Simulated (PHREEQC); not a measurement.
Make-up at 41 °C: 0.3 mol/kgw CuSO4, 0.00051 mol/kgw HCl and 0.0058 mol/kgw NaCl. Closed to the air; pH follows from the charge balance.

The numbers come from PHREEQC with the ion-association model, phreeqc.dat.

No solid was allowed to form.

Q: Order these Cu species by the share of Cu that they hold, largest first: CuCl+, CuSO4, Cu+2.

A: CuSO4 (55 %), Cu+2 (45 %), CuCl+ (0.32 %)

The pH is 3.99 and the ionic strength 0.548 mol/kgw. Constants without temperature data keep their 25 °C values here.
